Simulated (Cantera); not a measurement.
A freely propagating, adiabatic, planar premixed flame of 11.0 % CH4, 18.3 % O2, 68.8 % N2, 1.97 % H2O, equivalence ratio 1.2, unburnt at 550 K and 720 Torr; mixture-averaged transport, grid criteria slope 0.08 and curve 0.16, no radiation.

Model: GRI-Mech 3.0 (53 species, 325 reactions), integrated in Cantera. Burning velocities carry a grid error of a few per cent, more on coarse grids.

**Question.** Predict: laminar burning velocity; thermal thickness; peak x(H).

**Answer.** 
```json
{
  "laminar_burning_velocity": "96.2 cm/s",
  "thermal_thickness": "0.383 mm",
  "peak x(H)": "0.0102"
}
```
